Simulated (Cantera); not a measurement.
Input (Python, Cantera) and output of one run.

```python
import numpy as np
import cantera as ct

gas_names = """
    Fe FeO Fe(OH)2 H HO2 H2 H2O H2O2 O OH O2 O3
""".split()
cond_names = """
    Fe(a) Fe(c) Fe(d) Fe(L) FeO(s) FeO(L) Fe(OH)2(s) Fe(OH)3(s) Fe2O3(s) Fe3O4(s) H2O(s) H2O(L)
""".split()


# ... load() reads the species with a 1 bar reference pressure and builds the phases ...
atoms = {
    'Fe2O3': {'Fe': 2, 'O': 3},
    'H2': {'H': 2},
    'H2O': {'H': 2, 'O': 1},
}
top_T = {'Fe2O3(s)': 1830, 'Fe3O4(s)': 1870}  # K; cautious upper limits of use, not melting points


# ... equilibrate(T, P, feed) seeds the gas with the atoms and calls Mixture.equilibrate('TP', solver="vcs", rtol=1e-11, max_steps=5000) ...
results = []
feed = {'Fe2O3': 1, 'H2': 2.3, 'H2O': 1.7}  # mol
P = 100000  # Pa
for T in [1325, 1375, 1425, 1475, 1525, 1575, 1625, 1675, 1725, 1775, 1825, 1875, 1925, 1975]:
    mix = equilibrate(T, P, feed)
    results.append((T, P, feed, dict(zip(mix.species_names, mix.species_moles))))
    x = sorted(zip(gas.X, gas.species_names), reverse=True)
    print(f"T = {T:g} K  P = {P:g} Pa  gas = {mix.phase_moles(0):.4g} mol")
    print("   x: " + "  ".join(f"{s} {v:.3e}" for v, s in x if v > 1e-05))
    print("   condensed (mol): " + ("  ".join(f"{mix.phase(i).name} {mix.phase_moles(i):.4g}"
          for i in range(1, mix.n_phases) if mix.phase_moles(i) > 1e-12) or "none"))
```

It prints:

```
T = 1325 K  P = 100000 Pa  gas = 4 mol
   x: H2O 6.750e-01  H2 3.250e-01
   condensed (mol): FeO(s) 2
T = 1375 K  P = 100000 Pa  gas = 4 mol
   x: H2O 6.750e-01  H2 3.250e-01
   condensed (mol): FeO(s) 2
T = 1425 K  P = 100000 Pa  gas = 4 mol
   x: H2O 6.750e-01  H2 3.250e-01
   condensed (mol): FeO(s) 2
T = 1475 K  P = 100000 Pa  gas = 4 mol
   x: H2O 6.750e-01  H2 3.250e-01
   condensed (mol): FeO(s) 2
T = 1525 K  P = 100000 Pa  gas = 4 mol
   x: H2O 6.750e-01  H2 3.250e-01  H 1.349e-05  Fe(OH)2 1.328e-05
   condensed (mol): FeO(s) 2
T = 1575 K  P = 100000 Pa  gas = 4 mol
   x: H2O 6.750e-01  H2 3.250e-01  H 2.369e-05  Fe(OH)2 2.076e-05
   condensed (mol): FeO(s) 2
T = 1625 K  P = 100000 Pa  gas = 4 mol
   x: H2O 6.750e-01  H2 3.250e-01  H 4.022e-05  Fe(OH)2 3.155e-05
   condensed (mol): FeO(s) 2
T = 1675 K  P = 100000 Pa  gas = 4 mol
   x: H2O 6.749e-01  H2 3.250e-01  H 6.619e-05  Fe(OH)2 4.552e-05
   condensed (mol): FeO(L) 2
T = 1725 K  P = 100000 Pa  gas = 4 mol
   x: H2O 6.749e-01  H2 3.249e-01  H 1.059e-04  Fe(OH)2 6.260e-05  OH 1.211e-05
   condensed (mol): FeO(L) 2
T = 1775 K  P = 100000 Pa  gas = 4 mol
   x: H2O 6.748e-01  H2 3.249e-01  H 1.650e-04  Fe(OH)2 8.444e-05  OH 2.134e-05
   condensed (mol): FeO(L) 2
T = 1825 K  P = 100000 Pa  gas = 4.001 mol
   x: H2O 6.748e-01  H2 3.248e-01  H 2.510e-04  Fe(OH)2 1.119e-04  OH 3.645e-05
   condensed (mol): FeO(L) 2
T = 1875 K  P = 100000 Pa  gas = 4.001 mol
   x: H2O 6.747e-01  H2 3.247e-01  H 3.735e-04  Fe(OH)2 1.460e-04  OH 6.050e-05  Fe 1.796e-05
   condensed (mol): FeO(L) 1.999
T = 1925 K  P = 100000 Pa  gas = 4.001 mol
   x: H2O 6.745e-01  H2 3.246e-01  H 5.447e-04  Fe(OH)2 1.875e-04  OH 9.782e-05  Fe 3.389e-05
   condensed (mol): FeO(L) 1.999
T = 1975 K  P = 100000 Pa  gas = 4.002 mol
   x: H2O 6.743e-01  H2 3.245e-01  H 7.794e-04  Fe(OH)2 2.376e-04  OH 1.544e-04  Fe 6.175e-05
   condensed (mol): FeO(L) 1.999
```

Equilibrium computed with Cantera from the NASA thermochemical tables; the gas is ideal and each condensed phase is pure. The tables' stoichiometric FeO is somewhat more stable than real wüstite, so its field is too wide. FeO: taken at fixed stoichiometry.
